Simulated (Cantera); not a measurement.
Predominance diagram of Ca at 875 K against the partial pressures of O2 and F2 (log10, bar). Source: NASA polynomial tables (part measured, part estimated), evaluated in Cantera. Candidates: Ca(s), CaF2(s), CaO(s). Only these pure phases compete in this equilibrium. Not in the tables: oxide halides.

```
log p(F2) \ log p(O2)
        columns: -45, -42.6, -40.3, -37.9, -35.5, -33.2, -30.8, -28.4, -26.1, -23.7, -21.3, -18.9, -16.6, -14.2, -11.8, -9.5, -7.1, -4.7, -2.4, 0
      1  A A A A A A A A A A A A A A A A A A A A
   -2.1  A A A A A A A A A A A A A A A A A A A A
   -5.2  A A A A A A A A A A A A A A A A A A A A
   -8.2  A A A A A A A A A A A A A A A A A A A A
  -11.3  A A A A A A A A A A A A A A A A A A A A
  -14.4  A A A A A A A A A A A A A A A A A A A A
  -17.5  A A A A A A A A A A A A A A A A A A A A
  -20.5  A A A A A A A A A A A A A A A A A A A A
  -23.6  A A A A A A A A A A A A A A A A A A A A
  -26.7  A A A A A A A A A A A A A A A A A A A A
  -29.8  A A A A A A A A A A A A A A A A A A A A
  -32.8  A A A A A A A A A A A A A A A A A A A B
  -35.9  A A A A A A A A A A A A A A A A B B B B
    -39  A A A A A A A A A A A A A B B B B B B B
```

A: CaF2(s); B: CaO(s).
